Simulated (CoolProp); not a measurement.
Saturated liquid density (kg/m³) of carbon dioxide: the reference equation beside estimates from Tc = 304.1 K, pc = 7377 kPa, ω = 0.224. Rackett uses Z = 0.29056 − 0.08775 ω.

Model: reference Helmholtz-energy equation of state, Span 1996, in CoolProp.

```json
[
 {"T (K)": "231.6", "reference": "1122", "Rackett": "1128", "van der Waals": "691.0", "Soave-Redlich-Kwong": "1027", "Peng-Robinson": "1165"},
 {"T (K)": "235.6", "reference": "1107", "Rackett": "1112", "van der Waals": "681.3", "Soave-Redlich-Kwong": "1010", "Peng-Robinson": "1146"},
 {"T (K)": "239.6", "reference": "1091", "Rackett": "1096", "van der Waals": "671.3", "Soave-Redlich-Kwong": "992.3", "Peng-Robinson": "1126"},
 {"T (K)": "243.6", "reference": "1074", "Rackett": "1080", "van der Waals": "661.0", "Soave-Redlich-Kwong": "973.7", "Peng-Robinson": "1105"},
 {"T (K)": "247.6", "reference": "1057", "Rackett": "1063", "van der Waals": "650.2", "Soave-Redlich-Kwong": "954.3", "Peng-Robinson": "1083"},
 {"T (K)": "251.6", "reference": "1039", "Rackett": "1045", "van der Waals": "639.1", "Soave-Redlich-Kwong": "934.0", "Peng-Robinson": "1060"},
 {"T (K)": "255.6", "reference": "1020", "Rackett": "1027", "van der Waals": "627.5", "Soave-Redlich-Kwong": "912.7", "Peng-Robinson": "1036"},
 {"T (K)": "259.6", "reference": "1001", "Rackett": "1008", "van der Waals": "615.4", "Soave-Redlich-Kwong": "890.4", "Peng-Robinson": "1010"},
 {"T (K)": "263.6", "reference": "980.6", "Rackett": "987.7", "van der Waals": "602.7", "Soave-Redlich-Kwong": "866.8", "Peng-Robinson": "983.2"},
 {"T (K)": "267.5", "reference": "959.8", "Rackett": "967.2", "van der Waals": "589.7", "Soave-Redlich-Kwong": "842.5", "Peng-Robinson": "955.2"},
 {"T (K)": "271.5", "reference": "937.2", "Rackett": "945.1", "van der Waals": "575.6", "Soave-Redlich-Kwong": "816.0", "Peng-Robinson": "924.6"},
 {"T (K)": "275.5", "reference": "913.0", "Rackett": "921.4", "van der Waals": "560.6", "Soave-Redlich-Kwong": "787.8", "Peng-Robinson": "891.7"},
 {"T (K)": "279.5", "reference": "887.0", "Rackett": "896.0", "van der Waals": "544.5", "Soave-Redlich-Kwong": "757.4", "Peng-Robinson": "856.2"},
 {"T (K)": "283.5", "reference": "858.5", "Rackett": "868.3", "van der Waals": "527.1", "Soave-Redlich-Kwong": "724.3", "Peng-Robinson": "817.4"},
 {"T (K)": "287.5", "reference": "826.8", "Rackett": "837.4", "van der Waals": "507.9", "Soave-Redlich-Kwong": "687.9", "Peng-Robinson": "774.6"}
]
```

Absolute difference from the reference over all 15 rows, mean and median: Rackett 0.7 and 0.7 %, van der Waals 38.5 and 38.5 %, Soave-Redlich-Kwong 11.6 and 11.0 %, Peng-Robinson 2.6 and 2.5 %.
